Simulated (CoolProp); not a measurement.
Chlorine along the isotherm 384.5 K: Z from the reference equation and from simpler models built on Tc = 416.9 K, pc = 7.642 MPa, ω = 0.070; each cubic takes its own stable root.

Model: reference Helmholtz-energy equation of state, Thol 2021, in CoolProp.

```json
[
 {"p (MPa)": "2.12", "phase": "gas", "reference": "0.8720", "van der Waals": "0.8895", "Soave-Redlich-Kwong": "0.8676", "Peng-Robinson": "0.8566"},
 {"p (MPa)": "4.25", "phase": "gas", "reference": "0.6869", "van der Waals": "0.7411", "Soave-Redlich-Kwong": "0.6861", "Peng-Robinson": "0.6651"},
 {"p (MPa)": "6.37", "phase": "liquid", "reference": "0.1313", "van der Waals": "0.2064", "Soave-Redlich-Kwong": "0.1528", "Peng-Robinson": "0.1357"},
 {"p (MPa)": "8.49", "phase": "liquid", "reference": "0.1709", "van der Waals": "[?]", "Soave-Redlich-Kwong": "0.1955", "Peng-Robinson": "0.1739"},
 {"p (MPa)": "10.6", "phase": "liquid", "reference": "0.2093", "van der Waals": "0.3118", "Soave-Redlich-Kwong": "0.2365", "Peng-Robinson": "0.2106"},
 {"p (MPa)": "12.7", "phase": "liquid", "reference": "0.2469", "van der Waals": "0.3632", "Soave-Redlich-Kwong": "0.2763", "Peng-Robinson": "0.2461"},
 {"p (MPa)": "14.9", "phase": "liquid", "reference": "[?]", "van der Waals": "0.4161", "Soave-Redlich-Kwong": "0.3170", "Peng-Robinson": "0.2825"},
 {"p (MPa)": "17", "phase": "liquid", "reference": "0.3221", "van der Waals": "0.4659", "Soave-Redlich-Kwong": "[?]", "Peng-Robinson": "0.3166"},
 {"p (MPa)": "19.1", "phase": "liquid", "reference": "0.3580", "van der Waals": "0.5150", "Soave-Redlich-Kwong": "0.3924", "Peng-Robinson": "0.3501"}
]
```

Some entries are withheld; supply them.


- 8.49, van der Waals: 0.2594
- 14.9, reference: 0.2857
- 17, Soave-Redlich-Kwong: 0.3550
